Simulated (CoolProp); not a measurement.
Properties of fluorine at several states.

Computed with CoolProp (reference Helmholtz-energy equation of state, de Reuck 1990).

```tsv
T (K)	p (MPa)	phase	density (kg/m³)	speed of sound (m/s)	Joule-Thomson coefficient (K/MPa)	fugacity coefficient
290.4	0.0178	gas	0.2801	294.4	1.999	0.9999
187.3	1.08	gas	27.17	235.6	4.722	0.9709
213.8	20	supercritical	540.4	299.3	1.357	0.7360
168.2	6.06	supercritical	228.2	203.4	5.163	0.7736
223.8	0.106	gas	2.168	260.1	3.299	0.9985
```
